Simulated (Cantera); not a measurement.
Charge: 1 mol (CH₃)₂SiCl₂, 0.12 mol C₂H₄, 6.3 mol H₂, 0.99 mol C₂H₂, held at 2223.15 K.

These are equilibrium values from Cantera (NASA tables, ideal gas, pure condensed phases), not measurements of a reactor. Candidate condensed phases: C, C₆H₆, C₇H₈, C₈H₁₈, Si, SiC; 109 gas species. The feed counts by its element totals alone. The tables' values for SiCl, SiCl₃ are old estimates; treat these amounts as uncertain. Gases not in the tables: Si₂H₆ and higher silanes. Kinetics and transport are ignored.

x: gas mole fraction; n: condensed amount in mol.

```csv
P (Pa),x H₂,x H,x HCl,x Si,x Cl,n C(graphite),n SiC(s)
100,0.632,0.161,0.114,0.0530,0.0211,3.97,0.00104
270,0.716,[?],0.133,[?],[?],3.50,[?]
720,0.763,0.0660,0.143,0.00736,0.00900,3.34,0.802
1900,0.790,0.0414,0.150,0.00279,0.00569,3.28,0.875
5200,0.807,[?],0.154,[?],[?],3.26,0.904
14000,0.816,0.0155,0.156,0.000378,0.00215,3.25,0.914
37000,0.822,0.00956,0.158,0.000143,0.00133,3.24,0.918
100000,0.825,0.00582,0.158,5.30e-5,0.000811,3.24,0.919
```

Problem. What belongs in the gaps?

Solution. 
- 270, x H: 0.104
- 270, x Si: 0.0196
- 270, x Cl: 0.0140
- 270, n SiC(s): 0.600
- 5200, x H: 0.0253
- 5200, x Si: 0.00102
- 5200, x Cl: 0.00350
